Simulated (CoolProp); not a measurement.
c-C4F8 (RC318) at several states: Z from the reference equation and from simpler models built on Tc = 388.4 K, pc = 2.778 MPa, ω = 0.355; each cubic takes its own stable root.

Computed with CoolProp (reference Helmholtz-energy equation of state, Platzer 1990). This equation is an older, rougher fit; its heat capacities, sound speeds and derivatives of the liquid may be far off and weren't checked against measurements.

```csv
T (K),p (MPa),phase,reference
329.3,14,liquid,0.6934
340.3,6.93,liquid,0.3548
339.5,0.0801,gas,0.9848
372.4,8.84,liquid,0.4509
399.3,6.22,supercritical,0.3557
287.3,0.125,gas,0.9576
```

**Question.** How far does each simpler model (Redlich-Kwong, Soave-Redlich-Kwong, Peng-Robinson) lie from the reference over these 6 states: mean and median of the absolute difference, and the worst?

**Answer.** 
- Redlich-Kwong: mean 5.8 %, median 7.1 %, worst +10.0 % at 399.3 K and 6.22 MPa
- Soave-Redlich-Kwong: mean 4.7 %, median 4.7 %, worst +12.3 % at 399.3 K and 6.22 MPa
- Peng-Robinson: mean 3.4 %, median 3.1 %, worst -7.9 % at 329.3 K and 14 MPa
